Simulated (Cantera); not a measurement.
Charge: 1 mol V₂O₃, a varied amount of H₂, 0.65 mol H₂O, held at 1000 Pa.

Cantera equilibrium calculation (NASA polynomials, part measured and part estimated; ideal gas, pure solids and liquids). Candidate condensed phases: H₂O, V, VO, V₂O₃, V₂O₄, V₂O₅; 12 gas species. Mutual solubility and eutectic melting of coexisting phases are not modelled. VO: taken at fixed stoichiometry. Condensed phases not in the tables: the oxides between V₂O₃ and V₂O₅ other than VO₂. The numbers say what is thermodynamically allowed, not how fast it happens.

Stable condensed phases, one row left out:

```
T in K \ n(H₂) in mol
          5.8   12   24   48   97  200  390  790 1600
   2075     A    A    B    C    C    C    C    C    C
   2025     A    A    B    B    C    C    C    C    C
   1975     A    A    B    B    C    C    C    C    C
   1925     A    A    A    B    C    C    C    C    C
   1825     A    A    A    B    B    C    C    C    C
   1775     A    A    A    A    B    C    C    C    C
   1725     A    A    A    A    B    C    C    C    C
   1675     A    A    A    A    B    C    C    C    C
   1625     A    A    A    A    B    B    C    C    C
   1575     A    A    A    A    A    B    C    C    C
   1525     A    A    A    A    A    B    B    C    C
```

A: V₂O₃; B: VO + V₂O₃; C: VO.

**Question.** Give the row for 1875 K.

**Answer.** 5.8: V₂O₃; 12: V₂O₃; 24: V₂O₃; 48: VO + V₂O₃; 97: VO; 200: VO; 390: VO; 790: VO; 1600: VO.
